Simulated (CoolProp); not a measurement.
Carbon monoxide along the isobar 3.97 MPa: density (kg/m³) from the reference equation and from simpler models built on Tc = -140.3 °C, pc = 3.498 MPa, ω = 0.050; each cubic takes its own stable root.

Model: reference Helmholtz-energy equation of state, Lemmon 2006, in CoolProp. It is a short technical equation, of lower accuracy than the large ones.

```json
[
 {"T (°C)": "-162.15", "phase": "liquid", "reference": "661.7", "van der Waals": "465.8", "Redlich-Kwong": "641.2", "Soave-Redlich-Kwong": "643.2"},
 {"T (°C)": "-146.75", "phase": "liquid", "reference": "547.5", "van der Waals": "390.3", "Redlich-Kwong": "500.9", "Soave-Redlich-Kwong": "503.2"},
 {"T (°C)": "-131.35", "phase": "supercritical", "reference": "164.1", "van der Waals": "167.9", "Redlich-Kwong": "165.4", "Soave-Redlich-Kwong": "163.6"},
 {"T (°C)": "-116.05", "phase": "supercritical", "reference": "114.4", "van der Waals": "117.2", "Redlich-Kwong": "115.3", "Soave-Redlich-Kwong": "114.0"},
 {"T (°C)": "-100.65", "phase": "supercritical", "reference": "93.96", "van der Waals": "96.43", "Redlich-Kwong": "94.58", "Soave-Redlich-Kwong": "93.39"},
 {"T (°C)": "-85.25", "phase": "supercritical", "reference": "81.31", "van der Waals": "83.49", "Redlich-Kwong": "81.84", "Soave-Redlich-Kwong": "80.74"},
 {"T (°C)": "-69.85", "phase": "supercritical", "reference": "72.35", "van der Waals": "74.24", "Redlich-Kwong": "72.81", "Soave-Redlich-Kwong": "71.80"},
 {"T (°C)": "-54.55", "phase": "supercritical", "reference": "65.55", "van der Waals": "67.21", "Redlich-Kwong": "65.97", "Soave-Redlich-Kwong": "65.03"},
 {"T (°C)": "-39.15", "phase": "supercritical", "reference": "60.08", "van der Waals": "61.54", "Redlich-Kwong": "60.48", "Soave-Redlich-Kwong": "59.61"},
 {"T (°C)": "-23.75", "phase": "supercritical", "reference": "55.58", "van der Waals": "56.86", "Redlich-Kwong": "55.95", "Soave-Redlich-Kwong": "55.15"},
 {"T (°C)": "-8.35", "phase": "supercritical", "reference": "51.79", "van der Waals": "52.93", "Redlich-Kwong": "52.14", "Soave-Redlich-Kwong": "51.40"},
 {"T (°C)": "6.95", "phase": "supercritical", "reference": "48.56", "van der Waals": "49.57", "Redlich-Kwong": "48.89", "Soave-Redlich-Kwong": "48.20"}
]
```
